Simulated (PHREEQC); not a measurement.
Consider water at 25 °C with 0.012 mol/kgw CuSO4 and 0.00027 mol/kgw HBr. Closed to the air; pH follows from the charge balance.

Equilibrium calculation in PHREEQC: ion-association model, phreeqc.dat.

Precipitation was switched off in this run.

**Question.** Order these S species by the share of S that they hold, largest first: HSO4-, SO4-2, CuSO4.

**Answer.** SO4-2 (68 %), CuSO4 (31 %), HSO4- (0.67 %)

The pH is 3.78 and the ionic strength 0.0331 mol/kgw. Complexes and solids missing from the database can't appear.
